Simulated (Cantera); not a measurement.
Feed: 1 mol TEOS, 0.086 mol O2, 2.1 mol H2, 5.3 mol CO2, equilibrated at 1775 °C and 0.133 bar.

These are equilibrium values from Cantera (NASA tables, ideal gas, pure condensed phases), not measurements of a reactor. Candidate condensed phases: C, C6H6, C7H8, C8H18, H2O, Si, SiC, SiO2; 123 gas species. The feed counts by its element totals alone. The tables hold silica as quartz up to 1696 K and as liquid above; real silica turns to tridymite and cristobalite and melts near 1996 K. Kinetics and transport are ignored.

Base state: CO 0.500, H2 0.442, SiO 0.0367, H2O 0.0135, H 0.00408, CO2 0.00321, OH 1.36e-5 (mole fractions); condensed: SiO2(l).

What changes in the equilibrium state with this change: O2 from 0.086 to 0.7 mol?


| species | before | after |
|---|---|---|
| CO | 0.500 | 0.507 |
| H2 | 0.442 | 0.433 |
| H2O | 0.0135 | 0.0334 |
| SiO | 0.0367 | 0.0145 |
| CO2 | 0.00321 | 0.00821 |
| OH | 1.36e-5 | 3.39e-5 |
| H | 0.00408 | 0.00404 |
| SiO2(l), mol | 0.0295 | 0.624 |

What changes in the equilibrium state with this change: temperature from 1775 °C to 1275 °C?


```json
[
 {"species": "CO", "before": "0.500", "after": "0.513"},
 {"species": "H2", "before": "0.442", "after": "0.486"},
 {"species": "SiO", "before": "0.0367", "after": "0.000586"},
 {"species": "H2O", "before": "0.0135", "after": "4.08e-5"},
 {"species": "CH4", "before": "2.08e-9", "after": "6.45e-5"},
 {"species": "OH", "before": "1.36e-5", "after": "<1e-9"},
 {"species": "SiO2(l), mol", "before": "0.0295", "after": "0"},
 {"species": "C(graphite), mol", "before": "0", "after": "0.513"},
 {"species": "SiO2(β-quartz), mol", "before": "0", "after": "0.985"}
]
```
